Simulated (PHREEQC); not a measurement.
Make-up at 25 °C: 0.12 mol CuCl2, 0.00037 mol HCl and 0.00029 mol KCl per kg of water. Closed to the air; pH follows from the charge balance.

Model: ion-association model, phreeqc.dat, run in PHREEQC.

```csv
quantity,before,after
pH,3.54,3.55
ionic strength (mol/kgw),0.324,1.34
Cl- (mol/kgw),0.222,0.958
```

Problem. Which change was made?
A) CuCl2 left out
B) HCl left out
C) KCl left out
D) KCl from 0.00029 to 0.0029 mol/kgw
E) CuCl2 from 0.12 to 0.6 mol/kgw

Solution. E, CuCl2 from 0.12 to 0.6 mol/kgw

Precipitation was switched off in this run. The ionic strength passes 0.7 mol/kgw, the rough limit of the ion-association models, in after.
